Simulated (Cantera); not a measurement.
Input (Python, Cantera):

```python
import numpy as np
import cantera as ct

gas = ct.Solution("gri30.yaml")
gas.TPX = 1675, 2700000, {'CH4': 1, 'CO': 1.4, 'O2': 1.29, 'N2': 14.1}
reactor = ct.IdealGasConstPressureReactor(gas, energy="on", clone=False)
net = ct.ReactorNet([reactor])
net.rtol, net.atol = 1e-08, 1e-16
show = ['CH4', 'CO', 'O2', 'H2O2', 'HO2', 'HCN']
times = np.geomspace(3e-06, 2, 13)

steps = ct.SolutionArray(gas, extra=["t"])
rows = []
print(f"{'t/s':>10s}{'T/K':>9s}{'P/Pa':>11s}" + "".join(f"{s:>11s}" for s in show))
for t in times:
    while net.time < t:
        t_next = net.step()
        steps.append(gas.state, t=t_next)
    rows.append([np.interp(t, steps.t, y) for y in (steps.T, steps.P, *steps(*show).X.T)])
    print(f"{t:10.3e}{rows[-1][0]:9.1f}{rows[-1][1]:11.4g}" + "".join(f"{x:11.3e}" for x in rows[-1][2:]))
rate = np.gradient(steps.T, steps.t)
print("integrator steps:", len(steps.t))
if steps.T.max() > steps.T[0] + 200:
    print(f"time of steepest temperature rise: {steps.t[rate.argmax()]:.4e} s")
gas.TPX = 1675, 2700000, {'CH4': 1, 'CO': 1.4, 'O2': 1.29, 'N2': 14.1}
gas.equilibrate("HP")
print(f"equilibrium (HP): T = {gas.T:.1f} K  " + "  ".join(f"{s} {gas[s].X[0]:.3e}" for s in show))
```

Output:

```
       t/s      T/K       P/Pa        CH4         CO         O2       H2O2        HO2        HCN
 3.000e-06   1675.0    2.7e+06  5.612e-02  7.868e-02  7.248e-02  4.778e-08  1.772e-06  6.741e-14
 9.172e-06   1675.9    2.7e+06  5.574e-02  7.863e-02  7.229e-02  9.350e-08  3.341e-06  7.895e-13
 2.804e-05   1685.9    2.7e+06  5.343e-02  7.856e-02  7.098e-02  3.276e-07  1.027e-05  9.553e-12
 8.572e-05   2306.6    2.7e+06  1.063e-03  1.013e-01  1.491e-04  1.129e-08  7.497e-08  3.543e-05
 2.621e-04   2302.6    2.7e+06  1.708e-04  1.040e-01  2.768e-07  7.482e-10  5.704e-10  3.579e-05
 8.012e-04   2300.7    2.7e+06  8.209e-07  1.053e-01  2.729e-07  7.312e-10  5.570e-10  8.824e-06
 2.449e-03   2300.8    2.7e+06  1.087e-09  1.053e-01  2.741e-07  7.340e-10  5.598e-10  2.263e-06
 7.489e-03   2301.0    2.7e+06  1.053e-09  1.053e-01  2.748e-07  7.353e-10  5.611e-10  1.227e-06
 2.289e-02   2301.0    2.7e+06  1.046e-09  1.053e-01  2.750e-07  7.358e-10  5.616e-10  8.928e-07
 6.999e-02   2301.0    2.7e+06  1.045e-09  1.053e-01  2.750e-07  7.358e-10  5.616e-10  8.781e-07
 2.140e-01   2301.0    2.7e+06  1.045e-09  1.053e-01  2.750e-07  7.358e-10  5.616e-10  8.781e-07
 6.542e-01   2301.0    2.7e+06  1.045e-09  1.053e-01  2.750e-07  7.358e-10  5.616e-10  8.781e-07
 2.000e+00   2301.0    2.7e+06  1.045e-09  1.053e-01  2.750e-07  7.358e-10  5.616e-10  8.781e-07
integrator steps: 1873
time of steepest temperature rise: 7.2753e-05 s
equilibrium (HP): T = 2301.0 K  CH4 1.143e-09  CO 1.053e-01  O2 2.750e-07  H2O2 7.358e-10  HO2 5.616e-10  HCN 8.781e-07
```

Computed with Cantera and GRI-Mech 3.0 (53 species, 325 reactions). The pressure lies above the range GRI-Mech 3.0 was tuned for (to about 10 atm).
